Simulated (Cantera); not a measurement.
Charge: 1 mol Cu, 1.7 mol F₂, 4.4 mol N₂, equilibrated at 1150 °C and 0.0133 bar.

Method: chemical equilibrium by Gibbs-energy minimisation in Cantera with the NASA 1993 tables (ideal gas, pure condensed phases). Candidate condensed phases: Cu, CuF₂; 11 gas species. Rates play no part.

Base state: N₂ 0.647, F 0.206, CuF₂ 0.147, F₂ 0.000156, CuF 6.85e-5 (mole fractions); condensed: gas only.

**Question.** What changes in the equilibrium state with this change: pressure from 0.0133 bar to 0.510 bar?

**Answer.** 
```csv
species,before,after
N₂,0.647,0.733
F,0.206,0.220
CuF₂,0.147,0.0408
CuF,6.85e-5,4.66e-7
F₂,0.000156,0.00681
"CuF₂(l), mol",0,0.755
```
